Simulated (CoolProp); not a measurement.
Model: reference Helmholtz-energy equation of state, Gedanitz 2015, in CoolProp.

Problem. Give the vapour pressure (bar), enthalpy of vaporisation (kJ/kg), surface tension (mN/m), liquid conductivity (mW/(m K)) of saturated cyclopentane at 134.05, 168.55, 194.45 °C.

Solution. 
| T (°C) | p (bar) | enthalpy of vaporisation (kJ/kg) | surface tension (mN/m) | liquid conductivity (mW/(m K)) |
|---|---|---|---|---|
| 134.05 | 8.67 | 313 | 8.10 | 89.2 |
| 168.55 | 16.2 | 268 | 4.65 | 79.3 |
| 194.45 | 24.4 | 224 | 2.45 | 72.8 |

Thermal conductivity comes from a separate model (Vassiliou 2015). Surface tension comes from a separate correlation (Mulero 2014).
